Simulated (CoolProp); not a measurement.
Vapour-liquid equilibrium of benzene (1) + octamethylcyclotetrasiloxane (D4) (2) at 448.6 K; x and y are mole fractions of (1).

Computed with CoolProp (multi-fluid Helmholtz-energy mixture model, Thol 2012 and Thol 2015; pair parameters Bell 2016).

```json
[
 {"x": "0.05", "bubble pressure (kPa)": "?", "y at the bubble point": "0.239", "dew pressure at overall composition x (kPa)": "105.3", "liquid density (mol/L)": "2.692"},
 {"x": "0.2", "bubble pressure (kPa)": "226.9", "y at the bubble point": "0.620", "dew pressure at overall composition x (kPa)": "122.7", "liquid density (mol/L)": "3.072"},
 {"x": "0.35", "bubble pressure (kPa)": "339.8", "y at the bubble point": "0.784", "dew pressure at overall composition x (kPa)": "146.8", "liquid density (mol/L)": "3.549"},
 {"x": "0.5", "bubble pressure (kPa)": "460.6", "y at the bubble point": "?", "dew pressure at overall composition x (kPa)": "182.5", "liquid density (mol/L)": "4.168"},
 {"x": "0.65", "bubble pressure (kPa)": "?", "y at the bubble point": "0.926", "dew pressure at overall composition x (kPa)": "241.5", "liquid density (mol/L)": "5.007"},
 {"x": "0.8", "bubble pressure (kPa)": "734.5", "y at the bubble point": "0.965", "dew pressure at overall composition x (kPa)": "357.2", "liquid density (mol/L)": "6.204"},
 {"x": "0.95", "bubble pressure (kPa)": "?", "y at the bubble point": "0.993", "dew pressure at overall composition x (kPa)": "671.3", "liquid density (mol/L)": "8.044"}
]
```

Fill in the missing entries.


- 0.05, bubble pressure (kPa): 128.2
- 0.5, y at the bubble point: 0.871
- 0.65, bubble pressure (kPa): 590.3
- 0.95, bubble pressure (kPa): 894.3

No azeotrope shows between x = 0.05 and 0.95.

Pair parameters are fitted to limited data, so mixtures are less certain than the pure fluids.
